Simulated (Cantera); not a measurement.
An adiabatic, constant-pressure homogeneous reactor starts with CH4 : O2 : N2 = 1 : 5.26 : 19.8 (molar parts), equivalence ratio 0.38, at 1650 K and 9750 Torr. Integrator tolerance rtol = 1e-08.

Detailed kinetics in Cantera: GRI-Mech 3.0 (53 species, 325 reactions). The pressure lies above the range GRI-Mech 3.0 was tuned for (to about 10 atm).

```csv
quantity,before,after
time of steepest temperature rise,33.4 µs,48.6 µs
temperature at 2.00 s,2395 K,2354 K
equilibrium temperature,2395 K,2354 K
x(CH4) at 2.00 s,<1e-12 (gas-phase equilibrium <1e-12),<1e-12 (gas-phase equilibrium <1e-12)
x(O2) at 2.00 s,0.117 (gas-phase equilibrium 0.117),0.118 (gas-phase equilibrium 0.118)
x(HCO) at 2.00 s,8.71e-11 (gas-phase equilibrium 8.71e-11),5.37e-11 (gas-phase equilibrium 5.37e-11)
x(CH2O) at 2.00 s,<1e-12 (gas-phase equilibrium <1e-12),<1e-12 (gas-phase equilibrium <1e-12)
x(CH2) at 2.00 s,<1e-12 (gas-phase equilibrium <1e-12),<1e-12 (gas-phase equilibrium <1e-12)
x(O) at 2.00 s,0.000807 (gas-phase equilibrium 0.000807),0.000646 (gas-phase equilibrium 0.000646)
x(CH2CO) at 2.00 s,<1e-12 (gas-phase equilibrium <1e-12),<1e-12 (gas-phase equilibrium <1e-12)
```

**Question.** Name the change that produced these shifts.
A. pressure from 9750 Torr to 495 Torr
B. initial temperature 1650 to 1573 K
C. initial temperature 1650 to 1600 K
D. constant volume in place of constant pressure

**Answer.** C, initial temperature 1650 to 1600 K
